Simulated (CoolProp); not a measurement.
Model: reference Helmholtz-energy equation of state, Thol 2018, in CoolProp.

Problem. Give the vapour pressure (MPa), liquid density (kg/m³), enthalpy of vaporisation (kJ/kg), liquid cp (kJ/(kg K)) of saturated hydrogen chloride at 190.4 K.

Solution. 
| T (K) | p (MPa) | liquid density (kg/m³) | enthalpy of vaporisation (kJ/kg) | liquid cp (kJ/(kg K)) |
|---|---|---|---|---|
| 190.4 | 0.115 | 1180 | 441 | 1.66 |
